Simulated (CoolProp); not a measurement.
Vapour-liquid equilibrium of carbon dioxide (1) + carbonyl sulfide (2) at 11.6 bar; x and y are mole fractions of (1).

Computed with CoolProp (multi-fluid Helmholtz-energy mixture model, Span 1996 and Lemmon 2006; pair parameters Bell 2016).

| x | bubble temperature (°C) | y at the bubble point | dew temperature at overall composition x (°C) | liquid density (mol/L) |
|---|---|---|---|---|
| 0.05 | 10.7 | 0.243 | 19.0 | 17.28 |
| 0.15 | -3.7 | 0.525 | 14.9 | 18.25 |
| 0.25 | -12.6 | 0.666 | 10.4 | 19.05 |
| 0.35 | -18.5 | 0.748 | 5.7 | 19.76 |
| 0.45 | -22.7 | 0.802 | 0.5 | 20.45 |
| 0.55 | -26.0 | 0.843 | -5.2 | 21.14 |
| 0.65 | -28.6 | 0.878 | -11.5 | 21.86 |
| 0.75 | -30.9 | 0.910 | -18.7 | 22.65 |
| 0.85 | -33.0 | 0.943 | -26.5 | 23.51 |
| 0.95 | -35.0 | 0.980 | -33.4 | 24.48 |

No azeotrope shows between x = 0.05 and 0.95.

The pair parameters rest on a limited set of measurements; away from them the model extrapolates.
